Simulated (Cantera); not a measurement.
# Adiabatic ignition

An adiabatic, constant-volume homogeneous reactor starts with CH4 : O2 : N2 = 1 : 2.86 : 10.7 (molar parts), equivalence ratio 0.70, at 1448 K and 760 Torr.

Computed with Cantera and GRI-Mech 3.0 (53 species, 325 reactions).

| t (s) | T (K) | P (bar) | x CH4 | x O2 | x HCN | x CH3 | x N2O | x CH2CO |
|---|---|---|---|---|---|---|---|---|
| 7.00e-6 | 1448 | 1.01 | 0.0687 | 0.196 | <1e-12 | 3.36e-7 | <1e-12 | <1e-12 |
| 1.46e-5 | 1448 | 1.01 | 0.0687 | 0.196 | <1e-12 | 7.38e-7 | <1e-12 | <1e-12 |
| 3.05e-5 | 1448 | 1.01 | 0.0687 | 0.196 | <1e-12 | 1.67e-6 | 3.50e-12 | <1e-12 |
| 6.37e-5 | 1448 | 1.01 | 0.0687 | 0.196 | <1e-12 | 4.09e-6 | 1.37e-11 | <1e-12 |
| 0.000133 | 1448 | 1.01 | 0.0687 | 0.196 | <1e-12 | 1.14e-5 | 5.23e-11 | <1e-12 |
| 0.000277 | 1448 | 1.01 | 0.0686 | 0.196 | <1e-12 | 3.73e-5 | 1.79e-10 | 8.49e-11 |
| 0.000579 | 1449 | 1.01 | 0.0683 | 0.196 | <1e-12 | 0.000113 | 5.62e-10 | 1.37e-8 |
| 0.00121 | 1464 | 1.02 | 0.0657 | 0.194 | <1e-12 | 0.000293 | 3.17e-9 | 2.14e-6 |
| 0.00252 | 2756 | 1.98 | <1e-12 | 0.0576 | 1.86e-10 | <1e-12 | 1.12e-6 | <1e-12 |
| 0.00527 | 2746 | 1.97 | <1e-12 | 0.0544 | 2.63e-10 | <1e-12 | 1.22e-6 | <1e-12 |
| 0.0110 | 2746 | 1.97 | <1e-12 | 0.0542 | 2.67e-10 | <1e-12 | 1.23e-6 | <1e-12 |
| 0.0230 | 2746 | 1.97 | <1e-12 | 0.0542 | 2.67e-10 | <1e-12 | 1.23e-6 | <1e-12 |
| 0.0479 | 2746 | 1.97 | <1e-12 | 0.0542 | 2.67e-10 | <1e-12 | 1.23e-6 | <1e-12 |
| 0.100 | 2746 | 1.97 | <1e-12 | 0.0542 | 2.67e-10 | <1e-12 | 1.23e-6 | <1e-12 |
x: mole fraction; the columns are a selection and need not sum to one.

The time of steepest temperature rise is 1.64 ms and the temperature at 0.100 s is 2746 K. The equilibrium temperature is 2746 K and the x(CH4) at 0.100 s comes out as <1e-12 (gas-phase equilibrium <1e-12). The x(O2) at 0.100 s is 0.0542 (gas-phase equilibrium 0.0542). The x(HCN) at 0.100 s comes out as 2.67e-10 (gas-phase equilibrium 2.67e-10).
